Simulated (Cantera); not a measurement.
Mixture: C₂H₄ : O₂ : N₂ : H₂O = 1 : 1.76 : 6.64 : 2.2 (molar parts), equivalence ratio 1.7, at 770000 Pa, adiabatic and at constant pressure. Ignition delay is the time to a rise of 400 K.

Model: GRI-Mech 3.0 (53 species, 325 reactions), integrated in Cantera. GRI-Mech 3.0 was tuned for natural gas; its chemistry of ethylene as a main component is partial and can be far from experiment. Where the delays flatten at high temperature, the 400 K rule measures the pace of heat release, not the induction time.

**Question.** Predict: delay at 1298 K; delay at 1398 K; delay at 1498 K; delay at 1598 K; apparent activation energy between 1548 and 1648 K.

**Answer.** 
```
Item                                                     Value
--------------------------------------------------  ----------
delay at 1298 K                                        94.2 µs
delay at 1398 K                                        17.7 µs
delay at 1498 K                                        6.03 µs
delay at 1598 K                                        3.32 µs
apparent activation energy between 1548 and 1648 K  100 kJ/mol
```
